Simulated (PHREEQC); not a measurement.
PHREEQC input (ion-association model, wateq4f.dat):

```
SOLUTION_MASTER_SPECIES
  Tma  Tma+  0  Tma  74.145  # tetramethylammonium, taken as a free cation
SOLUTION_SPECIES
  Tma+ = Tma+
    -log_k 0
    -gamma 4.0 0
SOLUTION 1
  temp 35
  units mol/kgw
  pH 7 charge
  F 0.01917
  Tma 0.00017
  Cl 0.17
SOLUTION 2
  temp 35
  units mol/kgw
  pH 7 charge
  Cl 0.1126
  Cd 0.051
  Ni 0.0053
END
SELECTED_OUTPUT 1
  -reset false
  -pH true
  -pe true
  -ionic_strength true
  -water true
  -totals Cd Cl F Ni Tma
  -molalities H+ Cd+2 Cl- F- Ni+2 O2 OH- HF HF2- CdCl+
    CdCl2 CdCl3- CdF+ CdF2 CdOH+ Cd(OH)2 Cd(OH)3- Cd(OH)4-2 Cd2OH+3 CdOHCl
    NiCl+ NiF+ NiOH+ Ni(OH)2 Ni(OH)3- NiCl2 H2F2 Tma+
  -equilibrium_phases Cd(OH)2 CdOHCl Ni(OH)2 CdF2
PRINT
  -reset false
MIX 1
  1 1
  2 0
EQUILIBRIUM_PHASES 1
  Cd(OH)2 0 0
  CdOHCl 0 0
  Ni(OH)2 0 0
  CdF2 0 0
  O2(g) -0.68 10
END
# ... the last block is repeated for the other 10 points of share of solution B
```

Selected output (columns that matter, 11 of 11 rows; share of solution B added in front):

```
share of solution B	pH	mu	Cd	Cl	F	Ni	Tma	m_H+	m_Cd+2	m_Cl-	m_Ni+2	m_OH-	m_HF	m_CdCl+
0	0.86592	0.17011	0	0.17	0.01917	0	0.00017	0.16994	0	0.17	0	2.0931e-13	0.017852	0
0.1	0.91028	0.15968	0.0051	0.16426	0.017253	0.00053	0.000153	0.15296	0.00065645	0.15832	0.00045656	2.3027e-13	0.016156	0.0031706
0.2	0.95998	0.14959	0.0102	0.15852	0.015336	0.00106	0.000136	0.13598	0.0014001	0.14692	0.00092159	2.5643e-13	0.014439	0.0064006
0.3	1.0165	0.13986	0.0153	0.15278	0.013419	0.00159	0.000119	0.11899	0.0022439	0.13581	0.001395	2.9002e-13	0.012701	0.0096799
0.4	1.0818	0.13054	0.0204	0.14704	0.011502	0.00212	0.000102	0.10201	0.0032036	0.125	0.0018766	3.3477e-13	0.010942	0.012996
0.5	1.1594	0.12167	0.0255	0.1413	0.009585	0.00265	8.5e-05	0.085024	0.0042982	0.11452	0.0023665	3.9738e-13	0.0091606	0.01633
0.6	1.2546	0.11328	0.0306	0.13556	0.007668	0.00318	6.8e-05	0.06804	0.0055515	0.10438	0.0028644	4.9129e-13	0.0073563	0.019662
0.7	1.3778	0.10544	0.0357	0.12982	0.005751	0.00371	5.1e-05	0.051056	0.0069922	0.09461	0.0033704	6.478e-13	0.0055284	0.022963
0.8	1.5519	0.098228	0.0408	0.12408	0.003834	0.00424	3.4e-05	0.034072	0.0086561	0.08524	0.0038842	9.6067e-13	0.0036766	0.026195
0.9	1.8501	0.09171	0.0459	0.11834	0.001917	0.00477	1.7e-05	0.017086	0.010587	0.076305	0.0044057	1.8968e-12	0.0018014	0.029312
1	5.46	0.085891	0.051	0.1126	0	0.0053	0	4.1812e-06	0.012834	0.067841	0.0049375	7.6786e-09	0	0.032256
```

Complexes and solids missing from the database can't appear. (CH3)4N+ isn't in the database: it is added as a free cation with an ion size of 4 Å. wateq4f.dat counts part of the HF as a dimer, H2F2, which phreeqc.dat doesn't know; its constant is uncertain.
